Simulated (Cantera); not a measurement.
Input: 1 mol SiH2Cl2, 0.0043 mol Cl2, 100 mol N2, held at 1523 K and 0.100 bar.

Method: chemical equilibrium by Gibbs-energy minimisation in Cantera with the NASA 1993 tables (ideal gas, pure condensed phases). Candidate condensed phases: NH4Cl, Si, Si3N4; 28 gas species. The tables' values for SiCl3 are old estimates; treat these amounts as uncertain. Kinetics and transport are ignored.

Base state: N2 0.981, HCl 0.0141, H2 0.00280, SiCl2 0.00193, SiCl3 0.000350, SiCl4 0.000190, Cl 1.56e-5 (mole fractions); condensed: Si3N4(s).

### Question
What changes in the equilibrium state with this change: Cl2 from 0.0043 to 0.6 mol?

### Answer
```
species          before     after
-------------  --------  --------
N2                0.981     0.976
HCl              0.0141    0.0161
SiCl2           0.00193   0.00415
SiCl4          0.000190  0.000877
SiCl3          0.000350   0.00110
SiHCl3          4.22e-6   1.04e-5
H2              0.00280   0.00171
Si3N4(s), mol     0.250     0.124
```

### Question
What changes in the equilibrium state with this change: SiH2Cl2 replaced by Si3H8?

### Answer
```
species          before    after
-------------  --------  -------
N2                0.981    0.961
H2              0.00280   0.0392
HCl              0.0141  8.43e-5
SiCl2           0.00193  4.98e-9
SiCl3          0.000350    <1e-9
SiCl4          0.000190    <1e-9
Cl              1.56e-5  2.50e-8
Si3N4(s), mol     0.250     1.00
```
The feed counts by its element totals alone.
